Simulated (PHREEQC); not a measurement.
Consider water at 20 °C with 0.22 mol HF, 0.0014 mol CsF and 0.0026 mol H2SiF6 per kg of water. Closed to the air; pH follows from the charge balance.

Equilibrium calculation in PHREEQC: ion-association model, wateq4f.dat.

Question: The ionic strength comes out as 0.0187 mol/kgw. What activity coefficients do Cs+, SiF6-2, F-, H+, HF2- get?

Answer: Cs+ 0.87, SiF6-2 0.59, F- 0.87, H+ 0.89, HF2- 0.87.

No solid was allowed to form. wateq4f.dat counts part of the HF as a dimer, H2F2, which phreeqc.dat doesn't know; its constant is uncertain. SiF6-2 is the database's only silicon fluoride.
